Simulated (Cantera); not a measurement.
## Adiabatic ignition

An adiabatic, constant-volume homogeneous reactor starts with CH₄ : C₂H₆ : O₂ : N₂ = 1 : 0.23 : 2.3 : 16.5 (molar parts), equivalence ratio 1.2, at 1150 K and 6000 Torr.

Cantera simulation using GRI-Mech 3.0 (53 species, 325 reactions); the numbers are that mechanism's predictions, not measurements.

```json
[
 {"t (s)": "1.00e-5", "T (K)": "1150", "P (bar)": "8.00", "x CH₄": "0.0499", "x C₂H₆": "0.0115", "x O₂": "0.115", "x CO": "<1e-12", "x HCO": "<1e-12", "x OH": "2.15e-11", "x C₂H": "<1e-12"},
 {"t (s)": "2.43e-5", "T (K)": "1150", "P (bar)": "8.00", "x CH₄": "0.0499", "x C₂H₆": "0.0115", "x O₂": "0.115", "x CO": "2.01e-12", "x HCO": "<1e-12", "x OH": "5.04e-11", "x C₂H": "<1e-12"},
 {"t (s)": "5.89e-5", "T (K)": "1150", "P (bar)": "8.00", "x CH₄": "0.0499", "x C₂H₆": "0.0115", "x O₂": "0.115", "x CO": "2.82e-11", "x HCO": "<1e-12", "x OH": "1.23e-10", "x C₂H": "<1e-12"},
 {"t (s)": "0.000143", "T (K)": "1150", "P (bar)": "8.00", "x CH₄": "0.0499", "x C₂H₆": "0.0115", "x O₂": "0.115", "x CO": "4.20e-10", "x HCO": "<1e-12", "x OH": "3.69e-10", "x C₂H": "<1e-12"},
 {"t (s)": "0.000347", "T (K)": "1150", "P (bar)": "8.00", "x CH₄": "0.0499", "x C₂H₆": "0.0115", "x O₂": "0.115", "x CO": "8.52e-9", "x HCO": "<1e-12", "x OH": "1.72e-9", "x C₂H": "<1e-12"},
 {"t (s)": "0.000843", "T (K)": "1150", "P (bar)": "8.00", "x CH₄": "0.0499", "x C₂H₆": "0.0114", "x O₂": "0.115", "x CO": "6.65e-7", "x HCO": "4.25e-11", "x OH": "1.97e-8", "x C₂H": "<1e-12"},
 {"t (s)": "0.00205", "T (K)": "1216", "P (bar)": "8.49", "x CH₄": "0.0445", "x C₂H₆": "0.00716", "x O₂": "0.107", "x CO": "0.00244", "x HCO": "2.01e-7", "x OH": "2.99e-6", "x C₂H": "2.51e-12"},
 {"t (s)": "0.00497", "T (K)": "2529", "P (bar)": "18.2", "x CH₄": "1.19e-12", "x C₂H₆": "<1e-12", "x O₂": "0.000125", "x CO": "0.0336", "x HCO": "7.14e-8", "x OH": "0.00127", "x C₂H": "<1e-12"},
 {"t (s)": "0.0121", "T (K)": "2529", "P (bar)": "18.2", "x CH₄": "1.20e-12", "x C₂H₆": "<1e-12", "x O₂": "0.000124", "x CO": "0.0336", "x HCO": "7.14e-8", "x OH": "0.00127", "x C₂H": "<1e-12"},
 {"t (s)": "0.0293", "T (K)": "2529", "P (bar)": "18.2", "x CH₄": "1.20e-12", "x C₂H₆": "<1e-12", "x O₂": "0.000124", "x CO": "0.0336", "x HCO": "7.14e-8", "x OH": "0.00127", "x C₂H": "<1e-12"},
 {"t (s)": "0.0711", "T (K)": "2529", "P (bar)": "18.2", "x CH₄": "1.20e-12", "x C₂H₆": "<1e-12", "x O₂": "0.000124", "x CO": "0.0336", "x HCO": "7.14e-8", "x OH": "0.00127", "x C₂H": "<1e-12"},
 {"t (s)": "0.173", "T (K)": "2529", "P (bar)": "18.2", "x CH₄": "1.20e-12", "x C₂H₆": "<1e-12", "x O₂": "0.000124", "x CO": "0.0336", "x HCO": "7.14e-8", "x OH": "0.00127", "x C₂H": "<1e-12"},
 {"t (s)": "0.419", "T (K)": "2529", "P (bar)": "18.2", "x CH₄": "1.20e-12", "x C₂H₆": "<1e-12", "x O₂": "0.000124", "x CO": "0.0336", "x HCO": "7.14e-8", "x OH": "0.00127", "x C₂H": "<1e-12"},
 {"t (s)": "1.02", "T (K)": "2529", "P (bar)": "18.2", "x CH₄": "1.20e-12", "x C₂H₆": "<1e-12", "x O₂": "0.000124", "x CO": "0.0336", "x HCO": "7.14e-8", "x OH": "0.00127", "x C₂H": "<1e-12"},
 {"t (s)": "2.47", "T (K)": "2529", "P (bar)": "18.2", "x CH₄": "1.20e-12", "x C₂H₆": "<1e-12", "x O₂": "0.000124", "x CO": "0.0336", "x HCO": "7.14e-8", "x OH": "0.00127", "x C₂H": "<1e-12"},
 {"t (s)": "6.00", "T (K)": "2529", "P (bar)": "18.2", "x CH₄": "1.20e-12", "x C₂H₆": "<1e-12", "x O₂": "0.000124", "x CO": "0.0336", "x HCO": "7.14e-8", "x OH": "0.00127", "x C₂H": "<1e-12"}
]
```
x: mole fraction; the columns are a selection and need not sum to one.

The time of steepest temperature rise is 2.20 ms and the temperature at 6.00 s comes out as 2529 K. The equilibrium temperature is 2529 K and the x(CH₄) at 6.00 s comes out as 1.20e-12 (gas-phase equilibrium 1.37e-12). The x(C₂H₆) at 6.00 s is <1e-12 (gas-phase equilibrium <1e-12). The x(O₂) at 6.00 s is 0.000124 (gas-phase equilibrium 0.000124).
